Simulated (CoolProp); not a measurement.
Vapour pressure (bar) of benzene: the reference equation beside estimates from Tc = 288.9 °C, pc = 49.06 bar, ω = 0.211. Clausius-Clapeyron is anchored at 151.25 °C with a constant enthalpy of vaporisation of 26.18 kJ/mol.

Computed with CoolProp (reference Helmholtz-energy equation of state, Thol 2012).

| T (°C) | reference | Lee-Kesler | Clausius-Clapeyron | van der Waals | Soave-Redlich-Kwong | Peng-Robinson |
|---|---|---|---|---|---|---|
| 143.05 | 5.042 | 5.055 | 5.161 | 13.03 | 5.058 | 5.016 |
| 151.25 | 5.974 | 5.993 | 5.974 | 14.32 | 6.001 | 5.944 |
| 159.45 | 7.028 | 7.054 | 6.876 | 15.70 | 7.071 | 6.996 |
| 167.55 | 8.199 | 8.231 | 7.860 | 17.13 | 8.261 | 8.167 |
| 175.75 | 9.525 | 9.563 | 8.956 | ___ | 9.612 | 9.496 |
| 183.95 | 11.00 | 11.05 | 10.16 | ___ | 11.12 | 10.98 |
| 192.15 | 12.64 | 12.69 | 11.47 | 22.00 | 12.79 | 12.63 |
| 200.35 | 14.46 | 14.51 | ___ | ___ | 14.65 | 14.46 |

### Question
What belongs in the gaps?

### Answer

- 175.75, van der Waals: 18.67
- 183.95, van der Waals: 20.29
- 200.35, Clausius-Clapeyron: 12.89
- 200.35, van der Waals: 23.79

Absolute difference from the reference over all 8 rows, mean and median: Lee-Kesler 0.4 and 0.4 %, Clausius-Clapeyron 5.3 and 5.1 %, van der Waals 106.2 and 102.5 %, Soave-Redlich-Kwong 0.8 and 0.8 %, Peng-Robinson 0.3 and 0.3 %.
